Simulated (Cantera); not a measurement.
An isothermal, constant-pressure homogeneous reactor starts with 13.9 % H2, 29.7 % O2, 56.4 % N2, at 900 K and 0.0263 atm.

Model: the H2/O2 subset of GRI-Mech 3.0, which has no nitrogen chemistry, integrated in Cantera. Radical loss at walls, strong at low pressure, is not modelled. Below about 950 K walls govern HO2 and H2O2 in real vessels. The temperature is held fixed by assumption; the heat of reaction is taken as removed at once.

x: mole fraction; the columns are a selection and need not sum to one.

```csv
t (s),x H2,x O2,x H2O2,x O,x HO2,x H2O,x OH
4.00e-5,0.139,0.297,<1e-12,<1e-12,1.54e-12,<1e-12,<1e-12
0.000145,0.139,0.297,<1e-12,<1e-12,5.62e-12,<1e-12,<1e-12
0.000523,0.139,0.297,<1e-12,6.92e-12,2.14e-11,1.86e-11,2.09e-12
0.00189,0.139,0.297,<1e-12,3.28e-10,1.73e-10,1.60e-9,9.24e-11
0.00684,0.139,0.296,1.00e-8,8.63e-5,6.34e-6,0.000465,…
0.0247,0.00156,0.244,4.71e-7,0.000501,9.60e-6,0.148,…
0.0894,0.000213,0.244,2.28e-7,3.49e-5,3.00e-6,0.150,…
0.323,2.72e-5,0.244,8.99e-8,4.14e-6,6.31e-7,0.150,…
1.17,1.92e-6,0.244,2.75e-8,4.17e-7,7.11e-8,0.150,…
4.23,8.04e-8,0.244,7.91e-9,5.28e-8,8.19e-9,0.150,…
15.3,4.33e-9,0.244,2.37e-9,9.84e-9,1.51e-9,0.150,…
55.3,7.76e-10,0.244,7.46e-10,2.30e-9,3.74e-10,0.150,…
200,1.83e-10,0.244,2.29e-10,5.84e-10,1.11e-10,0.150,…
```

Some entries are withheld; supply them.


- 0.00684, x OH: 2.62e-5
- 0.0247, x OH: 0.000320
- 0.0894, x OH: 4.99e-5
- 0.323, x OH: 1.81e-5
- 1.17, x OH: 6.47e-6
- 4.23, x OH: 2.37e-6
- 15.3, x OH: 1.02e-6
- 55.3, x OH: 4.92e-7
- 200, x OH: 2.48e-7
